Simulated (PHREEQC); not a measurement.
# Silver or lead bath

Dissolve 0.0015 mol PbCl2, 0.00015 mol NaCl and 0.0012 mol Zn(NO3)2 per kg of water at 20 °C. Closed to the air; pH follows from the charge balance.

The numbers come from PHREEQC with the ion-association model, wateq4f.dat.

Each row changes one thing in this solution. This is a speciation only: nothing precipitates in the calculation.

```
case                                               pH  ionic strength (mol/kgw)  Cl- (mol/kgw)  ZnCl+ (mol/kgw)  ZnOH+ (mol/kgw)  ZnOHCl (mol/kgw)  SI of Zincite(c) (ZnO)  SI of Zn(OH)2-e (Zn(OH)2)
-----------------------------------------------  ----  ------------------------  -------------  ---------------  ---------------  ----------------  ----------------------  -------------------------
as made                                          5.35                   0.00797        0.00304          5.48e-6          1.53e-7           1.71e-8                   -3.79                      -3.88
diluted 100-fold with water                      6.27                   8.19e-5        3.15e-5         7.79e-10          1.62e-8          2.21e-11                   -3.81                      -3.90
Zn(NO3)2 replaced by ZnBr2 at the same molality  5.36                   0.00782        0.00305          5.50e-6          1.58e-7           1.77e-8                   -3.77                      -3.85
NaCl from 0.00015 to 0.000225 mol/kgw            5.35                   0.00804        0.00312          5.61e-6          1.53e-7                 ?                   -3.79                      -3.88
PbCl2 left out                                      ?                   0.00375       0.000150          2.99e-7          8.64e-7           5.03e-9                   -2.31                      -2.40
0.0013 mol/kgw HF added                          3.18                   0.00866        0.00304          5.38e-6          1.02e-9          1.13e-10                   -8.14                      -8.23
```

### Question
Fill in the missing entries.

### Answer

- NaCl from 0.00015 to 0.000225 mol/kgw, ZnOHCl (mol/kgw): 1.76e-8
- PbCl2 left out, pH: 6.07

Some of these states are supersaturated (in Matlockite, for instance).
